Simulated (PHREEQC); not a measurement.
# Metal-bearing waste water (model solution)

Make-up at 20 °C: 0.02 mol NiSO4, 0.00089 mol CaCl2, 0.0037 mol H2SO4 and 0.00082 mol Na2SO4 per kg of water. Closed to the air; pH follows from the charge balance.

All values are PHREEQC results (ion-association model, wateq4f.dat), not measurements.

Each row changes one thing in this solution. No solid was allowed to form.

| case | pH | ionic strength (mol/kgw) | SO4-2 (mol/kgw) | HSO4- (mol/kgw) | Ca+2 (mol/kgw) | CaSO4 (mol/kgw) | SI of Gypsum (CaSO4:2H2O) | SI of Portlandite (Ca(OH)2) |
|---|---|---|---|---|---|---|---|---|
| as made | 2.40 | 0.0625 | 0.0147 | 0.00273 | 0.000573 | 0.000308 | -1.20 | -21.97 |
| H2SO4 from 0.0037 to 0.0074 mol/kgw | 2.11 | 0.0678 | 0.0155 | 0.00557 | 0.000566 | 0.000307 | -1.21 | -22.57 |
| Na2SO4 left out | 2.40 | 0.0607 | 0.0141 | 0.00267 | 0.000578 | 0.000304 | -1.21 | -21.98 |
| Na2SO4 from 0.00082 to 0.00164 mol/kgw | 2.41 | 0.0643 | 0.0153 | 0.00278 | 0.000568 | 0.000313 | -1.20 | -21.97 |
| NiSO4 left out | 2.25 | 0.0132 | 0.00319 | 0.00113 | 0.000709 | 0.000175 | -1.45 | -22.04 |

Complexes and solids missing from the database can't appear.
